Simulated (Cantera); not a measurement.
A closed system holds: 1 mol C₃H₆, 0.063 mol O₂, held at 23.0 mbar.

Cantera equilibrium calculation (NASA polynomials, part measured and part estimated; ideal gas, pure solids and liquids). Candidate condensed phases: C, C₆H₆, C₇H₈, C₈H₁₈, H₂O; 131 gas species. Ions and electrons are included (thermal ionisation). Kinetics and transport are ignored. All values below are at 4000 K.

Base state: H 0.708, C 0.221, C₂ 0.0300, C₃ 0.0200, CO 0.0151, H₂ 0.00453, C₂H 0.00124, CH 0.000296 (mole fractions); condensed: gas only.

### Question
What changes in the equilibrium state with this change: O₂ from 0.063 to 0.011 mol?

### Answer
```
species            before    after
----------------  -------  -------
H                   0.708    0.711
C                   0.221    0.227
C₂                 0.0300   0.0316
CO                 0.0151  0.00265
C₃                 0.0200   0.0216
C₅                2.34e-5  2.66e-5
C₄                4.86e-5  5.39e-5
C₂H₂ (acetylene)  1.63e-5  1.73e-5
```

### Question
What changes in the equilibrium state with this change: O₂ from 0.063 to 1.2 mol?

### Answer
| species | before | after |
|---|---|---|
| H | 0.708 | 0.663 |
| CO | 0.0151 | 0.269 |
| C | 0.221 | 0.0611 |
| C₃ | 0.0200 | 0.000421 |
| C₂ | 0.0300 | 0.00229 |
| C₅ | 2.34e-5 | 3.77e-8 |
| C₄ | 4.86e-5 | 2.83e-7 |
| O | 4.06e-7 | 2.62e-5 |
